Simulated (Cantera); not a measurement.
**HCl + H2 (abatement and gas-phase synthesis)**

Input: 1 mol HCl, 0.041 mol H2, held at 57800 Torr.

These are equilibrium values from Cantera (NASA tables, ideal gas, pure condensed phases), not measurements of a reactor. The ideal-gas law is rough above about 30 bar. Kinetics and transport are ignored.

```tsv
T (K)	x HCl	x Cl	x H2	x H	x Cl2
898	0.961	5.90e-11	0.0394	2.47e-12	5.28e-11
1098	0.961	1.22e-8	0.0394	5.59e-10	5.27e-9
1298	0.961	4.99e-7	0.0394	2.42e-8	1.29e-7
1498	0.961	7.64e-6	0.0394	3.89e-7	1.35e-6
1698	0.961	6.20e-5	0.0394	3.27e-6	8.19e-6
1898	0.960	0.000325	0.0396	1.77e-5	3.39e-5
2098	0.959	0.00124	0.0400	7.02e-5	0.000106
2298	0.955	0.00369	0.0413	0.000222	0.000264
2498	0.946	0.00906	0.0440	0.000596	0.000544
2698	0.930	0.0188	0.0486	0.00142	0.000945
2898	0.906	0.0342	0.0557	0.00307	0.00142
3098	0.871	0.0558	0.0649	0.00614	0.00189
3298	0.827	0.0833	0.0758	0.0114	0.00230
3498	0.774	0.116	0.0875	0.0198	0.00262
```
x: gas mole fraction; nothing condenses.

From 898 K to 3498 K nothing is condensed.
